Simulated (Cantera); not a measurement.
Cantera run:

```python
import numpy as np
import cantera as ct

gas_names = """
    C CH CH2 CH3 CH2OH CH3O CH4 CH3OH CO CO2 COOH C2 C2H CHCO,ketyl C2H2,acetylene C2H2,vinylidene
    CH2CO,ketene C2H3,vinyl CH3CO,acetyl C2H4 C2H4O,ethylen CH3CHO,ethanal CH3COOH (HCOOH)2 C2H5 C2H6
    CH3OCH3 C2H5OH C2O C3 C3H3,propargyl C3H4,allene C3H4,propyne C3H4,cyclo- C3H5,allyl C3H6,propylene
    C3H6,cyclo- C3H6O C3H7,n-propyl C3H7,i-propyl C3H8 C3H8O,1propanol C3H8O,2propanol C3O2 C4 C4H2
    C4H4,1,3-cyclo- C4H6,butadiene C4H6,2-butyne C4H6,cyclo- C4H8,1-butene C4H8,cis2-buten
    C4H8,tr2-butene C4H8,isobutene C4H8,cyclo- (CH3COOH)2 C4H9,n-butyl C4H9,i-butyl C4H9,s-butyl
    C4H9,t-butyl C4H10,isobutane C4H10,n-butane C5 C5H6,1,3cyclo- C5H8,cyclo- C5H10,1-pentene
    C5H10,cyclo- C5H11,pentyl C5H11,t-pentyl C5H12,n-pentane C5H12,i-pentane CH3C(CH3)2CH3 C6H2
    C6H5,phenyl C6H5O,phenoxy C6H6 C6H5OH,phenol C6H10,cyclo- C6H12,1-hexene C6H12,cyclo- C6H13,n-hexyl
    C7H7,benzyl C7H8 C7H8O,cresol C7H14,1-heptene C7H15,n-heptyl C7H16,n-heptane C8H8,styrene
    C8H10,ethylbenz C8H16,1-octene C8H17,n-octyl C8H18,isooctane C8H18,n-octane C9H19,n-nonyl
    C10H8,naphthale C10H21,n-decyl C12H9,o-bipheny C12H10,bipheny H HCO HO2 H2 HCHO,formaldehy HCOOH H2O
    H2O2 O OH O2 O3
""".split()
cond_names = """
    C(gr) C6H6(L) C7H8(L) C8H18(L),n-octa H2O(s) H2O(L)
""".split()


def load(file, names, dense=False):
    # The tables refer to 1 bar. Condensed volumes are neglected.
    table = {s.name: s for s in ct.Species.list_from_file(file)}
    out = []
    for n in names:
        d = dict(table[n].input_data)
        d["thermo"] = dict(d["thermo"], **{"reference-pressure": 1e5})
        if dense:
            d["equation-of-state"] = {"model": "constant-volume", "density": "1e6 g/cm^3"}
        out.append(ct.Species.from_dict(d))
    return out


gas = ct.Solution(thermo="ideal-gas", species=load("nasa_gas.yaml", gas_names))
cond = {s.name: ct.Solution(thermo="fixed-stoichiometry", species=[s], name=s.name)
        for s in load("nasa_condensed.yaml", cond_names, dense=True)}
atoms = {
    'acetone': {'C': 3, 'H': 6, 'O': 1},
    'O2': {'O': 2},
}
top_T = {'C(gr)': 4500}  # K; cautious upper limits of use, not melting points


def equilibrate(T, P, feed):
    n = {}
    for name, mol in feed.items():
        for a, k in atoms[name].items():
            n[a] = n.get(a, 0.0) + k * mol
    gas.TPX = T, P, n
    mass = sum(n.values()) * gas.mean_molecular_weight
    gas.equilibrate("TP")
    valid = [c for c in cond.values() if c.min_temp <= T <= top_T.get(c.name, c.max_temp)]
    mix = ct.Mixture([(gas, mass / gas.mean_molecular_weight)] + [(c, 0.0) for c in valid])
    mix.T, mix.P = T, P
    mix.equilibrate("TP", solver="vcs", rtol=1e-11, max_steps=5000)
    return mix


results = []
feed = {'acetone': 1, 'O2': 0.52}  # mol
T = 2098  # K
P = 10000  # Pa
mix = equilibrate(T, P, feed)
results.append((T, P, feed, dict(zip(mix.species_names, mix.species_moles))))
print(gas.report(threshold=1e-05))
for i in range(1, mix.n_phases):
    print(f"{mix.phase(i).name:16s} {mix.phase_moles(i):12.5e} mol")
```

Result:

```
       temperature   2098 K
          pressure   10000 Pa
           density   0.0071723 kg/m^3
  mean mol. weight   12.511 kg/kmol
   phase of matter   gas

                          1 kg             1 kmol
                     ---------------   ---------------
          enthalpy         1.206e+06        1.5089e+07  J
   internal energy       -1.8825e+05       -2.3552e+06  J
           entropy             19459        2.4345e+05  J/K
    Gibbs function       -3.9619e+07       -4.9568e+08  J
 heat capacity c_p            2816.2             35234  J/K
 heat capacity c_v            2151.6             26919  J/K

                      mass frac. Y      mole frac. X     chem. pot. / RT
                     ---------------   ---------------   ---------------
               CH4        1.4717e-05        1.1477e-05           -47.802
                CO           0.90281           0.40325           -37.414
    C2H2,acetylene         0.0017479        0.00083985           -28.204
                 H        0.00060142         0.0074648           -11.233
                H2          0.094816           0.58842           -22.467
     [ +105 minor]        1.0752e-05        6.3264e-06

C(gr)             9.51425e-01 mol
```

Method: chemical equilibrium by Gibbs-energy minimisation in Cantera with the NASA 1993 tables (ideal gas, pure condensed phases). The feed counts by its element totals alone.
